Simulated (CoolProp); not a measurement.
A Linde-Hampson liquefier for ethylene: isothermal reversible compression at 320 K from 1 atm to 15 MPa, throttling to 1 atm, return gas leaving the recuperator 5 K below the feed. Each further row changes one setting.

The numbers come from the reference Helmholtz-energy equation of state, Smukala 2000 in CoolProp.

```tsv
case	liquid yield per pass	compression work (kJ/kg of gas)
as stated	0.388	404
high pressure 30 MPa	0.422	444
warm-end temperature 350 K	0.283	465
warm-end gap 10 K	0.380	404
```
